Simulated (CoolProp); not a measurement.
Properties of C3F8 (R218) along the isotherm -93.15 °C.

Values from CoolProp's reference Helmholtz-energy equation of state, Lemmon 2006. It is a short technical equation, of lower accuracy than the large ones.

```json
[
 {"p (MPa)": "0.0632", "phase": "liquid", "viscosity (µPa s)": "[?]", "conductivity (mW/(m K))": "76.1"},
 {"p (MPa)": "0.13", "phase": "liquid", "viscosity (µPa s)": "1370", "conductivity (mW/(m K))": "76.2"},
 {"p (MPa)": "0.267", "phase": "liquid", "viscosity (µPa s)": "1370", "conductivity (mW/(m K))": "76.2"},
 {"p (MPa)": "0.548", "phase": "liquid", "viscosity (µPa s)": "[?]", "conductivity (mW/(m K))": "76.3"},
 {"p (MPa)": "1.12", "phase": "liquid", "viscosity (µPa s)": "[?]", "conductivity (mW/(m K))": "[?]"},
 {"p (MPa)": "2.31", "phase": "liquid", "viscosity (µPa s)": "1420", "conductivity (mW/(m K))": "76.8"},
 {"p (MPa)": "4.74", "phase": "liquid", "viscosity (µPa s)": "[?]", "conductivity (mW/(m K))": "[?]"},
 {"p (MPa)": "9.74", "phase": "liquid", "viscosity (µPa s)": "1600", "conductivity (mW/(m K))": "78.8"},
 {"p (MPa)": "20", "phase": "liquid", "viscosity (µPa s)": "1860", "conductivity (mW/(m K))": "81.4"}
]
```

### Question
What belongs in the gaps?

### Answer

- 0.0632, viscosity (µPa s): 1360
- 0.548, viscosity (µPa s): 1380
- 1.12, viscosity (µPa s): 1390
- 1.12, conductivity (mW/(m K)): 76.4
- 4.74, viscosity (µPa s): 1470
- 4.74, conductivity (mW/(m K)): 77.5

Viscosity comes from a separate model (Huber 2003), an estimate that may be off by 10 % or more. Thermal conductivity comes from a separate model (Huber 2003), an estimate that may be off by 10 % or more.
